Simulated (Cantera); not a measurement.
A Cantera script and what it prints.

```python
import numpy as np
import cantera as ct

gas_names = """
    CL CL2 H HCL H2 N NH NH2 NH3 N2 N2H2 N2H4 Si SiCL SiCL2 SiCL3 SiCL4 SiH SiHCL3 SiH2 SiH2CL2 SiH3
    SiH3CL SiH4 SiN Si2 Si2N Si3
""".split()
cond_names = """
    NH4CL(a) NH4CL(b) Si(cr) Si(L) Si3N4(a)
""".split()


# ... load() reads the species with a 1 bar reference pressure and builds the phases ...
atoms = {
    'SiCl4': {'Si': 1, 'CL': 4},
    'N2': {'N': 2},
    'H2': {'H': 2},
}
top_T = {'Si3N4(a)': 2400}  # K; cautious upper limits of use, not melting points


# ... equilibrate(T, P, feed) seeds the gas with the atoms and calls Mixture.equilibrate('TP', solver="vcs", rtol=1e-11, max_steps=5000) ...
results = []
feed = {'SiCl4': 1, 'N2': 0.63, 'H2': 8}  # mol
P = 133.322  # Pa
for T in [750, 900, 1050, 1200, 1350, 1500, 1650, 1800, 1950, 2100]:
    mix = equilibrate(T, P, feed)
    results.append((T, P, feed, dict(zip(mix.species_names, mix.species_moles))))

top = {s: max(r[3][s] / sum(r[3][g] for g in gas_names) for r in results) for s in gas_names}
cols = sorted((s for s in top if top[s] > 1e-06), key=lambda s: -top[s])[:9]
seen = [c for c in cond_names if any(r[3].get(c, 0) > 1e-12 for r in results)]
print("log10 of partial pressures in bar; condensed amounts in mol")
print(f"{'T/K':>10s}" + "".join(f"{s[:9]:>10s}" for s in cols + seen))
for T, P, feed, n in results:
    ng = sum(n[g] for g in gas_names)
    print(f"{T:10.4g}" + "".join(f"{np.log10(max(n[s] / ng * P / 1e5, 1e-99)):10.3f}" for s in cols)
          + "".join(f"{n.get(c, 0):10.4g}" for c in seen))
```

Output:

```
log10 of partial pressures in bar; condensed amounts in mol
       T/K        H2       HCL     SiCL2         H        N2     SiCL4        Si        CL      SiCL  Si3N4(a)
       750    -3.050    -3.421   -12.279   -14.025    -4.659    -4.394   -31.984   -14.365   -25.479    0.2338
       900    -3.060    -3.380    -8.995   -11.462    -4.811    -4.517   -23.781   -11.792   -19.075    0.2576
      1050    -3.067    -3.358    -6.667    -9.624    -4.924    -4.619   -17.928    -9.955   -14.515    0.2707
      1200    -3.072    -3.352    -5.052    -8.241    -4.857    -4.833   -13.650    -8.583   -11.218     0.263
      1350    -3.070    -3.426    -4.234    -7.158    -4.401    -5.589   -10.601    -7.593    -9.013     0.162
      1500    -3.056    -3.605    -3.911    -6.282    -4.102    -6.772    -8.240    -6.926    -7.455         0
      1650    -3.057    -3.603    -3.907    -5.570    -4.103    -7.681    -6.881    -6.222    -6.597         0
      1800    -3.062    -3.600    -3.917    -4.977    -4.105    -8.441    -5.768    -5.631    -5.900         0
      1950    -3.082    -3.577    -3.976    -4.482    -4.114    -9.075    -4.932    -5.102    -5.388         0
      2100    -3.130    -3.533    -4.155    -4.071    -4.135    -9.663    -4.424    -4.608    -5.119         0
```

Cantera equilibrium calculation (NASA polynomials, part measured and part estimated; ideal gas, pure solids and liquids). N2 is the only nitrogen source here; it is nearly inert below about 1500 K, so the nitride shown seldom forms there in practice. The tables' values for SiCl, SiCl3, SiN are old estimates; treat these amounts as uncertain. Gases not in the tables: Si2H6 and higher silanes.
